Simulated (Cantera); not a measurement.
Input (Python, Cantera):

```python
import numpy as np
import cantera as ct

gas = ct.Solution("gri30.yaml")
gas.TPX = 2023, 11000, {'NO': 1, 'N2': 0.87}
reactor = ct.IdealGasConstPressureReactor(gas, energy="off", clone=False)
net = ct.ReactorNet([reactor])
net.rtol, net.atol = 1e-08, 1e-18
show = ['NO', 'O2', 'O', 'N2', 'N2O']
times = np.geomspace(0.0003, 200, 10)

steps = ct.SolutionArray(gas, extra=["t"])
rows = []
print(f"{'t/s':>10s}{'T/K':>9s}{'P/Pa':>11s}" + "".join(f"{s:>11s}" for s in show))
for t in times:
    while net.time < t:
        t_next = net.step()
        steps.append(gas.state, t=t_next)
    rows.append([np.interp(t, steps.t, y) for y in (steps.T, steps.P, *steps(*show).X.T)])
    print(f"{t:10.3e}{rows[-1][0]:9.1f}{rows[-1][1]:11.4g}" + "".join(f"{x:11.3e}" for x in rows[-1][2:]))
rate = np.gradient(steps.T, steps.t)
print("integrator steps:", len(steps.t))
if steps.T.max() > steps.T[0] + 200:
    print(f"time of steepest temperature rise: {steps.t[rate.argmax()]:.4e} s")
gas.TPX = 2023, 11000, {'NO': 1, 'N2': 0.87}
gas.equilibrate("TP")
print(f"equilibrium (TP): T = {gas.T:.1f} K  " + "  ".join(f"{s} {gas[s].X[0]:.3e}" for s in show))
```

Output:

```
       t/s      T/K       P/Pa         NO         O2          O         N2        N2O
 3.000e-04   2023.0    1.1e+04  5.347e-01  1.930e-07  1.268e-05  4.652e-01  1.233e-05
 1.331e-03   2023.0    1.1e+04  5.346e-01  4.362e-06  5.718e-05  4.653e-01  4.670e-05
 5.906e-03   2023.0    1.1e+04  5.341e-01  1.349e-04  2.197e-04  4.654e-01  1.104e-04
 2.621e-02   2023.0    1.1e+04  5.313e-01  1.465e-03  2.870e-04  4.668e-01  1.217e-04
 1.163e-01   2023.0    1.1e+04  5.186e-01  7.758e-03  3.465e-04  4.731e-01  1.136e-04
 5.160e-01   2023.0    1.1e+04  4.594e-01  3.719e-02  5.390e-04  5.026e-01  8.367e-05
 2.289e+00   2023.0    1.1e+04  2.393e-01  1.470e-01  9.502e-04  6.126e-01  2.013e-05
 1.016e+01   2023.0    1.1e+04  2.510e-02  2.540e-01  1.220e-03  7.196e-01  3.338e-07
 4.507e+01   2023.0    1.1e+04  8.811e-03  2.622e-01  1.237e-03  7.278e-01  1.574e-07
 2.000e+02   2023.0    1.1e+04  8.790e-03  2.622e-01  1.237e-03  7.278e-01  1.573e-07
integrator steps: 994
equilibrium (TP): T = 2023.0 K  NO 8.790e-03  O2 2.622e-01  O 1.237e-03  N2 7.278e-01  N2O 1.573e-07
```

Cantera simulation using GRI-Mech 3.0 (53 species, 325 reactions); the numbers are that mechanism's predictions, not measurements.
